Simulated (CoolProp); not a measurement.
A closed Brayton cycle with carbon dioxide: compressor inlet 323.15 K and 8.6 MPa, high pressure 29.2 MPa, turbine inlet 645 K, compressor efficiency 0.8, turbine efficiency 0.93, recuperator effectiveness 0.9 (on enthalpy, no pinch check). Each further row changes one setting.

Values from CoolProp's reference Helmholtz-energy equation of state, Span 1996.

```
case                           thermal efficiency (%)  net work (kJ/kg)  compressor to turbine work  compressor exit (K)  turbine exit (K)
-----------------------------  ----------------------  ----------------  --------------------------  -------------------  ----------------
as stated                                        24.2              53.0                        0.56                423.1             514.5
turbine inlet 595 K                              19.9              39.9                        0.63                423.1             469.7
compressor inlet 333.15 K                        21.1              43.5                        0.64                443.6             514.5
high pressure 24.8 MPa                           24.8              50.4                        0.52                409.2             531.4
recuperator effectiveness 0.5                    20.3              53.0                        0.56                423.1             514.5
```
